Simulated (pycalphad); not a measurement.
All values are pycalphad results on the COST 507 light-alloy database (1999) (1 atm), not direct measurements. No gas phase is included, though pure Mg would boil below 1650 K. The data set is of 1999 and partly superseded. Diffusion is slow at the low end, where real alloys seldom reach equilibrium.

**Question.** How does the equilibrium phase assembly of Mg-41.46Si (wt.%) change on cooling from 1650 K to 370 K?

**Answer.** 
```json
[
 {"T (K)": "1342.1", "phases above": "liquid", "phases below": "liquid + MG2SI"},
 {"T (K)": "1216.6", "phases above": "liquid + MG2SI", "phases below": "diamond (Si) + MG2SI"}
]
```
Changes were sought between steps of 40 K, so a narrower field can be missed.

Database names, with the compositions (at.%) that they take in these runs: MG2SI: Mg 67 Si 33.
